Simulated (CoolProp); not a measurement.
Vapour-liquid equilibrium of fluoroethane (R161) (1) + R134a (2) at 245.8 K; x and y are mole fractions of (1).

Model: multi-fluid Helmholtz-energy mixture model, Wu 2012 and Tillner-Roth 1994; pair parameters Bell 2016, in CoolProp.

| x | bubble pressure, mixture model (MPa) | bubble pressure, Raoult's law (MPa) | y, mixture model | y, Raoult's law |
|---|---|---|---|---|
| 0.05 | 0.09779 | 0.09869 | 0.071 | 0.080 |
| 0.125 | 0.1013 | 0.1034 | 0.174 | 0.191 |
| 0.2 | 0.1051 | 0.1081 | 0.272 | 0.293 |
| 0.275 | 0.1091 | 0.1128 | 0.366 | 0.386 |
| 0.35 | (withheld) | 0.1175 | 0.455 | 0.472 |
| 0.425 | 0.1177 | 0.1223 | (withheld) | 0.551 |
| 0.5 | 0.1224 | 0.1270 | 0.616 | 0.624 |
| 0.575 | 0.1273 | 0.1317 | 0.689 | 0.692 |
| 0.65 | 0.1324 | 0.1364 | 0.757 | 0.755 |
| 0.725 | (withheld) | 0.1411 | 0.819 | 0.814 |
| 0.8 | 0.1432 | 0.1458 | 0.875 | 0.869 |
| 0.875 | (withheld) | 0.1505 | 0.926 | 0.921 |
| 0.95 | (withheld) | 0.1553 | 0.972 | 0.969 |

**Question.** Complete the blanks.

**Answer.** 
- 0.35, bubble pressure, mixture model (MPa): 0.1133
- 0.425, y, mixture model: 0.538
- 0.725, bubble pressure, mixture model (MPa): 0.1377
- 0.875, bubble pressure, mixture model (MPa): 0.1488
- 0.95, bubble pressure, mixture model (MPa): 0.1545

The largest gap from Raoult's law is -3.8 % in bubble pressure, at x = 0.425. No azeotrope shows between x = 0.05 and 0.95.

The pair parameters rest on a limited set of measurements; away from them the model extrapolates.
